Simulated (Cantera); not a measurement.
Input: 1 mol B, 10 mol N2, 2.7 mol H2, 0.23 mol O2, equilibrated at 1175 K and 1.70 mbar.

These are equilibrium values from Cantera (NASA tables, ideal gas, pure condensed phases), not measurements of a reactor. Candidate condensed phases: B, BN, B2O3, B3O3H3, H2O; 39 gas species. N2 is the only nitrogen source here; it is nearly inert below about 1500 K, so the nitride shown seldom forms there in practice. Mutual solubility and eutectic melting of coexisting phases are not modelled. Equilibrium is a limit: real reactors are often held back by kinetics, nucleation or transport.

Base state: N2 0.781, H2 0.218, H2O 0.000216, HBO2 0.000206 (mole fractions); condensed: BN(s) + B2O3(l).

Task: What changes in the equilibrium state with this change: pressure from 1.70 mbar to 0.480 bar?

Result: 
| species | before | after |
|---|---|---|
| N2 | 0.781 | 0.781 |
| H2 | 0.218 | 0.217 |
| H2O | 0.000216 | 0.00141 |
| HBO2 | 0.000206 | 3.13e-5 |
| BN(s), mol | 0.696 | 0.705 |
| B2O3(l), mol | 0.151 | 0.147 |
Gases not in the tables: H3BO3.

Task: What changes in the equilibrium state with this change: B replaced by B2O3?

Result: 
| species | before | after |
|---|---|---|
| N2 | 0.781 | 0.786 |
| H2 | 0.218 | 0.176 |
| H2O | 0.000216 | 0.0349 |
| HBO2 | 0.000206 | 0.00262 |
| BN(s), mol | 0.696 | 0 |
| B2O3(l), mol | 0.151 | 0.983 |
